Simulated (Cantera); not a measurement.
What does this Cantera script print?

```python
import numpy as np
import cantera as ct

gas = ct.Solution("gri30.yaml")
gas.TPX = 1773, 130000, {'CH4': 6.4, 'H2O': 0.47}
reactor = ct.IdealGasConstPressureReactor(gas, energy="off", clone=False)
net = ct.ReactorNet([reactor])
net.rtol, net.atol = 1e-08, 1e-18
show = ['CH4', 'H2O', 'O', 'C2H2', 'CH2CO']
times = np.geomspace(2e-06, 2, 14)

steps = ct.SolutionArray(gas, extra=["t"])
rows = []
print(f"{'t/s':>10s}{'T/K':>9s}{'P/Pa':>11s}" + "".join(f"{s:>11s}" for s in show))
for t in times:
    while net.time < t:
        t_next = net.step()
        steps.append(gas.state, t=t_next)
    rows.append([np.interp(t, steps.t, y) for y in (steps.T, steps.P, *steps(*show).X.T)])
    print(f"{t:10.3e}{rows[-1][0]:9.1f}{rows[-1][1]:11.4g}" + "".join(f"{x:11.3e}" for x in rows[-1][2:]))
rate = np.gradient(steps.T, steps.t)
print("integrator steps:", len(steps.t))
if steps.T.max() > steps.T[0] + 200:
    print(f"time of steepest temperature rise: {steps.t[rate.argmax()]:.4e} s")
gas.TPX = 1773, 130000, {'CH4': 6.4, 'H2O': 0.47}
gas.equilibrate("TP")
print(f"equilibrium (TP): T = {gas.T:.1f} K  " + "  ".join(f"{s} {gas[s].X[0]:.3e}" for s in show))
```

Result:

```
       t/s      T/K       P/Pa        CH4        H2O          O       C2H2      CH2CO
 2.000e-06   1773.0    1.3e+05  9.311e-01  6.840e-02  1.208e-12  1.283e-10  1.041e-17
 5.789e-06   1773.0    1.3e+05  9.301e-01  6.838e-02  8.543e-12  1.432e-08  7.439e-15
 1.675e-05   1773.0    1.3e+05  9.272e-01  6.833e-02  4.292e-11  1.261e-06  3.400e-12
 4.849e-05   1773.0    1.3e+05  9.163e-01  6.815e-02  1.102e-10  6.142e-05  6.392e-10
 1.403e-04   1773.0    1.3e+05  8.674e-01  6.707e-02  2.155e-10  1.890e-03  7.276e-08
 4.062e-04   1773.0    1.3e+05  7.087e-01  6.205e-02  1.823e-10  2.728e-02  2.946e-06
 1.176e-03   1773.0    1.3e+05  4.789e-01  5.300e-02  9.209e-11  9.994e-02  1.181e-05
 3.403e-03   1773.0    1.3e+05  2.717e-01  4.466e-02  5.620e-11  1.634e-01  1.499e-05
 9.848e-03   1773.0    1.3e+05  1.264e-01  3.801e-02  4.195e-11  2.023e-01  1.493e-05
 2.850e-02   1773.0    1.3e+05  5.320e-02  3.146e-02  3.477e-11  2.186e-01  1.316e-05
 8.249e-02   1773.0    1.3e+05  3.082e-02  2.144e-02  2.453e-11  2.179e-01  8.973e-06
 2.388e-01   1773.0    1.3e+05  2.719e-02  7.918e-03  9.234e-12  2.094e-01  3.276e-06
 6.910e-01   1773.0    1.3e+05  2.594e-02  5.292e-04  6.239e-13  2.044e-01  3.535e-07
 2.000e+00   1773.0    1.3e+05  2.585e-02  4.771e-07  1.287e-15  2.041e-01  1.498e-07
integrator steps: 1604
equilibrium (TP): T = 1773.0 K  CH4 2.585e-02  H2O 2.412e-07  O 1.010e-15  C2H2 2.041e-01  CH2CO 1.498e-07
```

Computed with Cantera and GRI-Mech 3.0 (53 species, 325 reactions). GRI-Mech 3.0 stops at C3 and has no aromatics, soot or wall deposition, so with more carbon than oxygen in the feed, carbon stays in small species such as C2H2 where larger ones or solid carbon would form.
